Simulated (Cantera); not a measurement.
**Premixed flame**

A freely propagating, adiabatic, planar premixed flame of H2 : O2 : N2 = 1 : 0.263 : 0.989 (molar parts), equivalence ratio 1.9, unburnt at 325 K and 760 Torr; mixture-averaged transport, grid criteria slope 0.08 and curve 0.16, no radiation.

Detailed kinetics in Cantera: the H2/O2 subset of GRI-Mech 3.0, which has no nitrogen chemistry. Burning velocities carry a grid error of a few per cent, more on coarse grids.

```json
[
 {"z (mm)": "-0.993", "T (K)": "325", "u (m/s)": "3.45", "x H2": "0.444", "x O2": "0.117", "x O": "<1e-8", "x OH": "<1e-8", "x H2O": "<1e-8", "x H2O2": "<1e-8"},
 {"z (mm)": "-0.662", "T (K)": "325", "u (m/s)": "3.45", "x H2": "0.444", "x O2": "0.117", "x O": "<1e-8", "x OH": "<1e-8", "x H2O": "<1e-8", "x H2O2": "<1e-8"},
 {"z (mm)": "-0.496", "T (K)": "325", "u (m/s)": "3.45", "x H2": "0.444", "x O2": "0.117", "x O": "<1e-8", "x OH": "<1e-8", "x H2O": "<1e-8", "x H2O2": "<1e-8"},
 {"z (mm)": "-0.331", "T (K)": "325", "u (m/s)": "3.46", "x H2": "0.444", "x O2": "0.117", "x O": "<1e-8", "x OH": "<1e-8", "x H2O": "3.03e-7", "x H2O2": "<1e-8"},
 {"z (mm)": "-0.165", "T (K)": "346", "u (m/s)": "3.65", "x H2": "0.439", "x O2": "0.118", "x O": "1.44e-6", "x OH": "1.13e-5", "x H2O": "0.000319", "x H2O2": "8.48e-6"},
 {"z (mm)": "-0.0827", "T (K)": "622", "u (m/s)": "6.36", "x H2": "0.407", "x O2": "0.113", "x O": "0.000139", "x OH": "0.000985", "x H2O": "0.0194", "x H2O2": "9.89e-5"},
 {"z (mm)": "0", "T (K)": "1045", "u (m/s)": "10.4", "x H2": "0.334", "x O2": "0.0871", "x O": "0.00150", "x OH": "0.00122", "x H2O": "0.0813", "x H2O2": "1.33e-5"},
 {"z (mm)": "0.0827", "T (K)": "1348", "u (m/s)": "13.3", "x H2": "0.250", "x O2": "0.0402", "x O": "0.00330", "x OH": "0.00281", "x H2O": "0.172", "x H2O2": "1.56e-6"},
 {"z (mm)": "0.165", "T (K)": "1504", "u (m/s)": "14.7", "x H2": "0.208", "x O2": "0.0120", "x O": "0.00236", "x OH": "0.00347", "x H2O": "0.226", "x H2O2": "8.72e-7"},
 {"z (mm)": "0.331", "T (K)": "1632", "u (m/s)": "15.9", "x H2": "0.198", "x O2": "0.00131", "x O": "0.00116", "x OH": "0.00376", "x H2O": "0.248", "x H2O2": "5.01e-7"},
 {"z (mm)": "0.662", "T (K)": "1747", "u (m/s)": "16.9", "x H2": "0.205", "x O2": "0.000450", "x O": "0.000808", "x OH": "0.00386", "x H2O": "0.252", "x H2O2": "2.99e-7"},
 {"z (mm)": "1.32", "T (K)": "1855", "u (m/s)": "17.8", "x H2": "0.214", "x O2": "0.000264", "x O": "0.000499", "x OH": "0.00352", "x H2O": "0.255", "x H2O2": "1.57e-7"},
 {"z (mm)": "2.65", "T (K)": "1945", "u (m/s)": "18.5", "x H2": "0.221", "x O2": "0.000133", "x O": "0.000259", "x OH": "0.00284", "x H2O": "0.258", "x H2O2": "7.73e-8"}
]
```
x: mole fraction of selected species; z is measured from the peak of heat release.

```yaml
laminar_burning_velocity: 345 cm/s
thermal_thickness: 0.331 mm
peak x(O): 0.00330
peak x(OH): 0.00388
peak x(H2O2): 0.000101
grid_points: 123
```
